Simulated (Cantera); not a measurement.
SF6 + H2 + N2 (abatement and gas-phase synthesis)

A closed system holds: 1 mol SF6, 2.1 mol H2, 1.4 mol N2, at 0.550 bar.

Method: chemical equilibrium by Gibbs-energy minimisation in Cantera with the NASA 1993 tables (ideal gas, pure condensed phases). Candidate condensed phases: S; 35 gas species. The tables' values for S2F2 (SSF2), SF3, FS2F (FSSF) are old estimates; treat these amounts as uncertain. Kinetics and transport are ignored.

| T (K) | log p HF | log p F | log p N2 | log p S | log p S2 | log p SF |
|---|---|---|---|---|---|---|
| 2723 | -0.53 | -0.96 | -1.01 | -1.83 | -1.69 | -1.99 |
| 2773 | -0.53 | -0.95 | -1.01 | -1.76 | -1.70 | -2.03 |
| 2823 | -0.54 | -0.95 | -1.01 | -1.69 | -1.71 | -2.08 |
| 2873 | -0.54 | -0.94 | -1.02 | -1.63 | -1.73 | -2.13 |
| 2923 | -0.54 | -0.94 | -1.02 | -1.58 | -1.76 | -2.18 |
| 2973 | -0.54 | -0.93 | -1.02 | -1.53 | -1.79 | -2.24 |
| 3023 | -0.55 | -0.93 | -1.02 | -1.48 | -1.83 | -2.29 |
| 3073 | -0.55 | -0.93 | -1.02 | -1.44 | -1.87 | -2.35 |
| 3123 | -0.55 | -0.93 | -1.03 | -1.41 | -1.92 | -2.41 |
| 3173 | -0.55 | -0.93 | -1.03 | -1.38 | -1.97 | -2.47 |
| 3223 | -0.56 | -0.92 | -1.03 | -1.35 | -2.03 | -2.53 |
| 3273 | -0.56 | -0.92 | -1.03 | -1.32 | -2.09 | -2.60 |
| 3323 | -0.56 | -0.92 | -1.03 | -1.30 | -2.16 | -2.66 |
log p: log10 of the partial pressure in bar; nothing condenses.

From 2723 K to 3323 K nothing is condensed.
